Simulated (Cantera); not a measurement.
Source: NASA polynomial tables (part measured, part estimated), evaluated in Cantera. Values are per mole of reaction as written; species without (g) are pure solids or liquids, kept so even where they would boil at 1 bar.

2 NaOH(g) = H2(g) + 2 Na(g) + 2 O(g), with ΔH° = 1108.5 kJ and ΔS° = 303.4 J/K at 300 K.

Q: How far is the shortcut ΔG° ≈ ΔH°(300 K) − T·ΔS°(300 K) from the full temperature-dependent value at 2050, 2100, 2150, 2200, 2250, 2300 K?

A: 
| T (K) | shortcut (kJ) | full (kJ) | difference (kJ) | difference in log10 K |
|---|---|---|---|---|
| 2050 | 486.5 | 467.7 | 18.7 | -0.48 |
| 2100 | 471.3 | 451.9 | 19.4 | -0.48 |
| 2150 | 456.1 | 436.1 | 20.0 | -0.49 |
| 2200 | 441.0 | 420.3 | 20.7 | -0.49 |
| 2250 | 425.8 | 404.5 | 21.3 | -0.49 |
| 2300 | 410.6 | 388.7 | 22.0 | -0.50 |
The shortcut ignores the heat-capacity change of the reaction.
